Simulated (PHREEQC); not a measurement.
Consider water at 25 °C with 0.008 mol/kgw K2CO3 and 1e-06 mol/kgw H4SiO4. Closed to the air; pH follows from the charge balance.

Model: ion-association model, phreeqc.dat, run in PHREEQC.

No solid was allowed to form.

**Question.** What pH, ionic strength, specific conductance does the model give?

**Answer.** pH 10.96; ionic strength 0.0229 mol/kgw; specific conductance 2110 µS/cm.

**Question.** In which forms is Si present?

**Answer.** H3SiO4- 93 %, H4SiO4 6.0 %, H2SiO4-2 0.9 % of the Si.
